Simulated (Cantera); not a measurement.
Input: 1 mol Al, a varied amount of Cl2, 3.5 mol H2, held at 823.15 K and 6.80 Pa.

Equilibrium computed with Cantera from the NASA thermochemical tables; the gas is ideal and each condensed phase is pure. Candidate condensed phases: Al, AlCl3; 12 gas species. Kinetics and transport are ignored.

Which condensed phases are stable at each of these points (n(Cl2) (mol)): 1.2, 2, 2.8, 3.6, 4.4, 5.3, 6.1, 6.9, 7.7, 8.5?


```tsv
n(Cl2) (mol)	condensed phases	Al condensed (%)
1.2	Al(s)	3.9
2	gas only	0.0
2.8	gas only	0.0
3.6	gas only	0.0
4.4	gas only	0.0
5.3	gas only	0.0
6.1	gas only	0.0
6.9	gas only	0.0
7.7	gas only	0.0
8.5	gas only	0.0
```

At 1.2 mol Cl2 the condensed part is Al(s). From 2 mol Cl2 to 8.5 mol Cl2 nothing is condensed.
